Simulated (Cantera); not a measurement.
What does this Cantera script print?

```python
import numpy as np
import cantera as ct

gas_names = """
    C CO CO2 C2 C2O C3 C3O2 C4 C5 O O2 O3 Ti TiO TiO2
""".split()
cond_names = """
    C(gr) Ti(a) Ti(b) Ti(L) TiC(s) TiC(L) TiO(a) TiO(b) TiO(L) TiO2(ru) TiO2(L) Ti2O3(a) Ti2O3(b)
    Ti2O3(L) Ti3O5(a) Ti3O5(b) Ti3O5(L) Ti4O7(s) Ti4O7(L)
""".split()


# ... load() reads the species with a 1 bar reference pressure and builds the phases ...
atoms = {
    'TiO2': {'Ti': 1, 'O': 2},
    'C': {'C': 1},
    'CO': {'C': 1, 'O': 1},
}
top_T = {'C(gr)': 4500}  # K; cautious upper limits of use, not melting points


# ... equilibrate(T, P, feed) seeds the gas with the atoms and calls Mixture.equilibrate('TP', solver="vcs", rtol=1e-11, max_steps=5000) ...
results = []
feed = {'TiO2': 1, 'C': 1.9, 'CO': 1.7}  # mol
P = 13332.2  # Pa
for T in [1675, 1725, 1775, 1825, 1875, 1925, 1975, 2025, 2075, 2125]:
    mix = equilibrate(T, P, feed)
    results.append((T, P, feed, dict(zip(mix.species_names, mix.species_moles))))

top = {s: max(r[3][s] / sum(r[3][g] for g in gas_names) for r in results) for s in gas_names}
cols = sorted((s for s in top if top[s] > 1e-06), key=lambda s: -top[s])[:5]
seen = [c for c in cond_names if any(r[3].get(c, 0) > 1e-12 for r in results)]
print("log10 of partial pressures in bar; condensed amounts in mol")
print(f"{'T/K':>10s}" + "".join(f"{s[:9]:>10s}" for s in cols + seen))
for T, P, feed, n in results:
    ng = sum(n[g] for g in gas_names)
    print(f"{T:10.4g}" + "".join(f"{np.log10(max(n[s] / ng * P / 1e5, 1e-99)):10.3f}" for s in cols)
          + "".join(f"{n.get(c, 0):10.4g}" for c in seen))
```

Output:

```
log10 of partial pressures in bar; condensed amounts in mol
       T/K        CO       CO2       TiO        Ti    TiC(s)    TiO(L)  Ti2O3(b)
      1675    -0.875    -4.792    -9.504   -11.654    0.5601         0    0.2199
      1725    -0.875    -4.802    -8.921   -10.932    0.5601         0    0.2199
      1775    -0.875    -4.811    -8.372   -10.252    0.5601         0    0.2199
      1825    -0.875    -4.820    -7.855    -9.610    0.5601         0    0.2199
      1875    -0.875    -4.828    -7.366    -9.003    0.5601         0    0.2199
      1925    -0.875    -4.836    -6.903    -8.429    0.5601         0    0.2199
      1975    -0.875    -4.843    -6.465    -7.884    0.5601         0    0.2199
      2025    -0.875    -4.850    -6.049    -7.366    0.5601         0    0.2199
      2075    -0.875    -4.858    -5.658    -6.876    0.4502    0.5498         0
      2125    -0.875    -4.901    -5.357    -6.445    0.4501    0.5497         0
```

Method: chemical equilibrium by Gibbs-energy minimisation in Cantera with the NASA 1993 tables (ideal gas, pure condensed phases). Mutual solubility and eutectic melting of coexisting phases are not modelled. TiC, TiO: taken at fixed stoichiometry. Condensed phases not in the tables: solid solutions among these carbides, nitrides and lower oxides.
